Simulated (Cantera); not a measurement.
A closed system holds: 1 mol (CH3)2SiCl2, 1.9 mol CH4, 700 mol H2, held at 1275 °C and 0.00150 bar.

These are equilibrium values from Cantera (NASA tables, ideal gas, pure condensed phases), not measurements of a reactor. Candidate condensed phases: C, C6H6, C7H8, C8H18, Si, SiC; 109 gas species. The feed counts by its element totals alone. Rates play no part.

Base state: H2 0.996, HCl 0.00282, H 0.000794, C2H2 (acetylene) 1.56e-5 (mole fractions); condensed: C(graphite) + SiC(s).

Q: What changes in the equilibrium state with this change: temperature from 1275 °C to 1550 °C?

A: 
```csv
species,before,after
H2,0.996,0.986
H,0.000794,0.0111
HCl,0.00282,0.00278
C2H2 (acetylene),1.56e-5,0.000209
Si,1.85e-7,7.90e-5
Cl,1.80e-6,2.40e-5
"C(graphite), mol",2.88,2.66
"SiC(s), mol",1.000,0.938
```
